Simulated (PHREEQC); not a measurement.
Solution (25 °C): 0.0042 mol/kgw CsOH, 6.1e-07 mol/kgw H4SiO4 and 0.2 mol/kgw Na2CO3. Closed to the air; pH follows from the charge balance.

The numbers come from PHREEQC with the ion-association model, wateq4f.dat.

**Question.** The ionic strength comes out as 0.374 mol/kgw. What activity coefficients do NaCO3-, CO3-2, Cs+, OH-, Na+ get?

**Answer.** NaCO3- 0.71, CO3-2 0.25, Cs+ 0.73, OH- 0.66, Na+ 0.72.

No solid was allowed to form.
